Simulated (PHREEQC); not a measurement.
Synthetic water in mg/L, 25 °C, pH 7.12, pe 10: Na 23.8; K 13.4; Ca 7.89; Mg 0.85; Cl 32.6; S(6) as SO4 8.08; Alkalinity as HCO3 46.5; Cu(2) 0.443; B 0.0551; N(5) as NO3 0.0957; Br 1.63; O(0) (dissolved oxygen) 0.791.

Valence states are taken as typed.

Equilibrium calculation in PHREEQC: ion-association model, wateq4f.dat.

```json
[
 {"quantity": "HCO3- (mol/kgw)", "before": "0.000747", "after": "0.000749"},
 {"quantity": "CO2 (mol/kgw)", "before": "0.000121", "after": "0.000178"},
 {"quantity": "SO4-2 (mol/kgw)", "before": "8.11e-5", "after": "8.17e-5"},
 {"quantity": "Cu(OH)2 (mol/kgw)", "before": "3.26e-6", "after": "3.73e-6"},
 {"quantity": "CuCO3 (mol/kgw)", "before": "2.12e-6", "after": "1.45e-6"},
 {"quantity": "CaSO4 (mol/kgw)", "before": "2.08e-6", "after": "1.75e-6"},
 {"quantity": "SI of Cu(OH)2 (Cu(OH)2)", "before": "-0.45", "after": "-1.19"},
 {"quantity": "SI of Tenorite (CuO)", "before": "+0.57", "after": "-0.17"}
]
```

Problem. What was changed between the two runs?
A) all concentrations times 3 at the same typed pH
B) temperature from 25 to 5 °C at the same typed pH
C) K from 13.4 to 40.2 mg/L
D) pH from 7.12 to 6.62 at the same alkalinity

Solution. B, temperature from 25 to 5 °C at the same typed pH

No solid was allowed to form. Some of these states are supersaturated (in Malachite, Tenorite (slow to form), for instance). Constants without temperature data keep their 25 °C values here. The database's constant for dissolved Cu(OH)2 is higher than later reviews accept.
